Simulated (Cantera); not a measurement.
Charge: 1 mol C₂F₆, 0.14 mol CH₄, 14 mol H₂, at 3175 °C and 20000 Pa.

These are equilibrium values from Cantera (NASA tables, ideal gas, pure condensed phases), not measurements of a reactor. Candidate condensed phases: C, C₆H₆, C₇H₈, C₈H₁₈; 95 gas species. The feed counts by its element totals alone. Kinetics and transport are ignored.

Q: What is the equilibrium state?

A: 
* **x(H)**: 0.518
* **x(HF)**: 0.238
* **x(H₂)**: 0.196
* **x(C₃)**: 0.0129
* **x(C₂H₂ (acetylene))**: 0.00976
* **x(F)**: 0.00792
* **x(C₂H)**: 0.00772
* **x(C)**: 0.00525
* **x(C₂)**: 0.00280
* **gas amount**: 24.30 mol
* **log10 activity of C(graphite) (absent)**: -0.29
